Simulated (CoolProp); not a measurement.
The fluid at 445 K and 2.41 MPa is throttled through a valve to 0.62 MPa with no heat exchange. The same conditions are run with several fluids, on thermodynamics alone (safety and materials aside).

Computed with CoolProp (reference Helmholtz-energy equation of state of each fluid (R1233zd(E): Akasaka 2022; propylene: Lemmon 2013; sulfur hexafluoride: Guder 2009; propyne: Polt 1992; c-C4F8 (RC318): Platzer 1990)). The equations of Platzer and Polt are older, rougher fits.

| fluid | temperature change (K) | final density (kg/m³) |
|---|---|---|
| R1233zd(E) | ? | 24.9 |
| propylene | ? | ? |
| sulfur hexafluoride | ? | ? |
| propyne | ? | ? |
| c-C4F8 (RC318) | -11.1 | ? |

Fill in the missing entries.


- R1233zd(E), temperature change (K): -22.9
- propylene, temperature change (K): -10.8
- propylene, final density (kg/m³): 7.43
- sulfur hexafluoride, temperature change (K): -6.1
- sulfur hexafluoride, final density (kg/m³): 25.3
- propyne, temperature change (K): -13.3
- propyne, final density (kg/m³): 7.14
- c-C4F8 (RC318), final density (kg/m³): 36.2
